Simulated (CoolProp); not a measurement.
Vapour-liquid equilibrium of acetone (1) + n-nonane (2) at 0.437 bar; x and y are mole fractions of (1).

Values from CoolProp's multi-fluid Helmholtz-energy mixture model, Lemmon 2006 and Lemmon 2006; pair parameters Bell 2016.

```tsv
x	bubble temperature, mixture model (°C)	bubble temperature, Raoult's law (°C)	y, mixture model	y, Raoult's law
0.05	___	104.0	___	0.472
0.15	51.9	82.4	0.944	0.792
0.25	43.3	69.4	0.966	0.895
0.35	40.3	60.4	___	0.940
0.45	39.2	53.8	0.975	0.963
0.55	___	48.5	0.976	0.977
0.65	___	44.2	0.977	0.986
0.75	37.4	40.5	___	0.992
0.85	___	37.4	0.984	0.996
0.95	34.5	34.7	0.993	0.999
```

Problem. What belongs in the gaps?

Solution. 
- 0.05, bubble temperature, mixture model (°C): 80.6
- 0.05, y, mixture model: 0.776
- 0.35, y, mixture model: 0.972
- 0.55, bubble temperature, mixture model (°C): 38.7
- 0.65, bubble temperature, mixture model (°C): 38.2
- 0.75, y, mixture model: 0.979
- 0.85, bubble temperature, mixture model (°C): 36.2

The largest gap from Raoult's law is -30.5 K in bubble temperature, at x = 0.15. No azeotrope shows between x = 0.05 and 0.95.

The pair parameters rest on a limited set of measurements; away from them the model extrapolates. With so large a gap from Raoult's law the liquid may split in two, which this calculation doesn't test in full.
